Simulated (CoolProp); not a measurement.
Vapour-liquid equilibrium of propylene (1) + n-hexane (2) at 0.061 MPa; x and y are mole fractions of (1).

Values from CoolProp's multi-fluid Helmholtz-energy mixture model, Lemmon 2013 and Thol 2019; pair parameters Bell 2016.

| x | bubble temperature (°C) | y at the bubble point | dew temperature at overall composition x (°C) | liquid density (mol/L) |
|---|---|---|---|---|
| 0.05 | 7.6 | 0.856 | 51.9 | 7.952 |
| 0.2 | -26.7 | (withheld) | 47.1 | 8.928 |
| 0.35 | (withheld) | 0.993 | 41.6 | 9.759 |
| 0.5 | -43.3 | 0.996 | 34.9 | 10.67 |
| 0.65 | (withheld) | 0.998 | 26.4 | 11.72 |
| 0.8 | -53.3 | 0.999 | 14.2 | 12.92 |
| 0.95 | -57.1 | 1.000 | (withheld) | 14.30 |

Q: Fill in the missing entries.

A: 
- 0.2, y at the bubble point: 0.983
- 0.35, bubble temperature (°C): -36.8
- 0.65, bubble temperature (°C): -48.7
- 0.95, dew temperature at overall composition x (°C): -11.3

No azeotrope shows between x = 0.05 and 0.95.

The pair parameters rest on a limited set of measurements; away from them the model extrapolates. The gap from Raoult's law changes sign with composition, which may be real or a fault of the pair parameters; it wasn't checked against measurements.
